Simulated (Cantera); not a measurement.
A closed system holds: 1 mol trisilylamine, 1.4 mol N2, held at 725 K and 37.0 Pa.

Cantera equilibrium calculation (NASA polynomials, part measured and part estimated; ideal gas, pure solids and liquids). Candidate condensed phases: Si, Si3N4; 18 gas species. The feed counts by its element totals alone. Equilibrium is a limit: real reactors are often held back by kinetics, nucleation or transport.

Base state: H2 1.00 (mole fractions); condensed: Si(s) + Si3N4(s).

Problem. What changes in the equilibrium state with this change: trisilylamine replaced by SiH4?

Solution. 
```csv
species,before,after
H2,1.00,0.732
N2,<1e-9,0.268
"Si(s), mol",0.150,0
"Si3N4(s), mol",0.950,0.333
```
N2 is the only nitrogen source here; it is nearly inert below about 1500 K, so the nitride shown seldom forms there in practice.
